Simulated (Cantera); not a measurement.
Feed: 1 mol Ti, 0.54 mol H2O, 300 mol H2, at 7.50 Torr.

These are equilibrium values from Cantera (NASA tables, ideal gas, pure condensed phases), not measurements of a reactor. Candidate condensed phases: H2O, Ti, TiO, TiO2, Ti2O3, Ti3O5, Ti4O7; 12 gas species. Mutual solubility and eutectic melting of coexisting phases are not modelled. TiO: taken at fixed stoichiometry. Condensed phases not in the tables: N, O or C dissolved in the metal. Rates play no part.

x: gas mole fraction; n: condensed amount in mol.

```tsv
T (K)	x H2	x H	x Ti	x H2O	x TiO	n Ti(α)	n TiO(s)	n Ti(β)
1025	1.00	4.36e-8	<1e-12	<1e-12	<1e-12	0.460	0.540	0
1125	1.00	4.44e-7	<1e-12	2.67e-12	<1e-12	0.460	0.540	0
1225	1.000	3.12e-6	(withheld)	3.37e-11	<1e-12	0	0.540	0.460
1325	1.000	1.64e-5	(withheld)	2.84e-10	2.12e-12	0	0.540	0.460
1425	1.000	6.82e-5	(withheld)	1.73e-9	8.17e-11	0	0.540	0.460
1525	1.000	0.000237	(withheld)	8.23e-9	1.92e-9	0	0.540	0.460
1625	0.999	0.000705	(withheld)	3.20e-8	3.00e-8	0	0.540	0.459
```

**Question.** What belongs in the gaps?

**Answer.** 
- 1225, x Ti: 2.68e-11
- 1325, x Ti: 8.21e-10
- 1425, x Ti: 1.55e-8
- 1525, x Ti: 1.97e-7
- 1625, x Ti: 1.83e-6
